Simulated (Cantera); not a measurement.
## Aluminium nitride and oxide growth: Al + O2 + H2 + HCl

Charge: 1 mol Al, 0.48 mol O2, 3.5 mol H2, 3.5 mol HCl, at 0.00170 bar.

These are equilibrium values from Cantera (NASA tables, ideal gas, pure condensed phases), not measurements of a reactor. Candidate condensed phases: Al, AlCl3, Al2O3, H2O; 29 gas species. The tables' values for AlCl2 are old estimates; treat these amounts as uncertain. Condensed phases not in the tables: AlOCl. Kinetics and transport are ignored.

| T (°C) | x H2 | x HCl | x AlCl3 | x AlCl | x H | n Al2O3(s) |
|---|---|---|---|---|---|---|
| 327 | 0.595 | 0.356 | 0.0440 | <1e-12 | <1e-12 | 0.320 |
| 427 | 0.592 | 0.355 | 0.0524 | <1e-12 | <1e-12 | 0.320 |
| 527 | 0.592 | 0.355 | 0.0528 | <1e-12 | 5.41e-11 | 0.320 |
| 627 | 0.592 | 0.355 | 0.0528 | 7.27e-11 | 2.18e-9 | 0.320 |
| 727 | 0.592 | 0.355 | 0.0528 | 6.90e-9 | 4.24e-8 | 0.320 |
| 827 | 0.592 | 0.355 | 0.0528 | 2.83e-7 | 4.83e-7 | 0.320 |
| 927 | 0.592 | 0.355 | 0.0527 | 6.17e-6 | 3.68e-6 | 0.320 |
| 1027 | 0.592 | 0.355 | 0.0522 | 8.22e-5 | 2.06e-5 | 0.320 |
| 1127 | 0.590 | 0.357 | 0.0502 | 0.000720 | 9.06e-5 | 0.320 |
| 1227 | 0.582 | 0.365 | 0.0436 | 0.00404 | 0.000326 | 0.320 |
| 1327 | 0.564 | 0.383 | 0.0301 | 0.0132 | 0.000990 | 0.320 |
| 1427 | 0.542 | 0.403 | 0.0155 | 0.0257 | 0.00263 | 0.320 |
| 1527 | 0.524 | 0.414 | 0.00635 | 0.0357 | 0.00629 | 0.319 |
| 1627 | 0.512 | 0.414 | 0.00236 | 0.0417 | 0.0138 | 0.317 |
x: gas mole fraction; n: condensed amount in mol.

From 327 °C to 1627 °C the condensed part is Al2O3(s). The main Al-bearing gas is AlCl3 at 327 °C and AlCl at 1627 °C.
